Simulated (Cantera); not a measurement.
Input: 1 mol SiCl4, 0.31 mol O3, 10 mol NO, equilibrated at 13.3 mbar.

Cantera equilibrium calculation (NASA polynomials, part measured and part estimated; ideal gas, pure solids and liquids). Candidate condensed phases: Si, SiO2, Si2N2O, Si3N4; 23 gas species. Kinetics and transport are ignored.

**Question.** Which condensed phases are stable at each of these points (T (K)): 650, 700, 750, 800, 850, 900, 950, 1000?

**Answer.** 
```json
[
 {"T (K)": "650", "condensed phases": "SiO2(α-quartz)", "Si condensed (%)": "100.0"},
 {"T (K)": "700", "condensed phases": "SiO2(α-quartz)", "Si condensed (%)": "100.0"},
 {"T (K)": "750", "condensed phases": "SiO2(α-quartz)", "Si condensed (%)": "100.0"},
 {"T (K)": "800", "condensed phases": "SiO2(α-quartz)", "Si condensed (%)": "100.0"},
 {"T (K)": "850", "condensed phases": "SiO2(β-quartz)", "Si condensed (%)": "100.0"},
 {"T (K)": "900", "condensed phases": "SiO2(β-quartz)", "Si condensed (%)": "100.0"},
 {"T (K)": "950", "condensed phases": "SiO2(β-quartz)", "Si condensed (%)": "100.0"},
 {"T (K)": "1000", "condensed phases": "SiO2(β-quartz)", "Si condensed (%)": "100.0"}
]
```

From 650 K to 800 K the condensed part is SiO2(α-quartz). From 850 K to 1000 K the condensed part is SiO2(β-quartz).
